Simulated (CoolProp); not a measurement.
Vapour-liquid equilibrium of ethanol (1) + cyclohexane (2) at 89.55 °C; x and y are mole fractions of (1).

Values from CoolProp's multi-fluid Helmholtz-energy mixture model, Schroeder 2014 and Zhou 2014; pair parameters Bell 2016.

Problem. Give the bubble pressure and the first vapour's composition at x = 0.15, 0.45, 0.65. Is there an azeotrope?

Solution. x = 0.15: 196.8 kPa, y = 0.397; x = 0.45: 219.2 kPa, y = 0.517; x = 0.65: 218.2 kPa, y = 0.556. y crosses x between x = 0.45 and 0.55: the model has an azeotrope there.

The pair parameters rest on a limited set of measurements; away from them the model extrapolates. With so large a gap from Raoult's law the liquid may split in two, which this calculation doesn't test in full.
